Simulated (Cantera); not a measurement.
An isothermal, constant-pressure homogeneous reactor starts with 0.567 % H2, 99.4 % O2, equivalence ratio 0.0029, at 1325 K and 0.0267 bar.

Cantera simulation using the H2/O2 subset of GRI-Mech 3.0, which has no nitrogen chemistry; the numbers are that mechanism's predictions, not measurements. Radical loss at walls, strong at low pressure, is not modelled.

x: mole fraction; the columns are a selection and need not sum to one.

| t (s) | x H2 | x O2 | x H2O2 | x O | x OH | x HO2 |
|---|---|---|---|---|---|---|
| 9.00e-6 | 0.00567 | 0.994 | <1e-12 | 2.26e-10 | 2.25e-10 | 7.91e-10 |
| 4.19e-5 | 0.00567 | 0.994 | <1e-12 | 2.68e-9 | 2.62e-9 | 3.69e-9 |
| 0.000195 | 0.00567 | 0.994 | 4.00e-12 | 2.16e-8 | 1.95e-8 | 1.72e-8 |
| 0.000911 | 0.00567 | 0.994 | 7.45e-11 | 4.61e-7 | 3.70e-7 | 8.08e-8 |
| 0.00424 | 0.00156 | 0.990 | … | 0.00313 | 0.00135 | 1.12e-6 |
| 0.0198 | 1.22e-5 | 0.989 | … | 0.00456 | 0.000609 | 5.96e-7 |
| 0.0921 | 7.93e-6 | 0.991 | … | 0.00293 | 0.000493 | 4.74e-7 |
| 0.429 | 2.18e-6 | 0.993 | … | 0.000789 | 0.000259 | 2.24e-7 |
| 2.00 | 2.30e-7 | 0.994 | … | 8.22e-5 | 8.45e-5 | 4.85e-8 |

Q: Fill in the missing entries.

A: 
- 0.00424, x H2O2: 4.94e-8
- 0.0198, x H2O2: 1.41e-8
- 0.0921, x H2O2: 1.24e-8
- 0.429, x H2O2: 7.19e-9
- 2.00, x H2O2: 1.70e-9
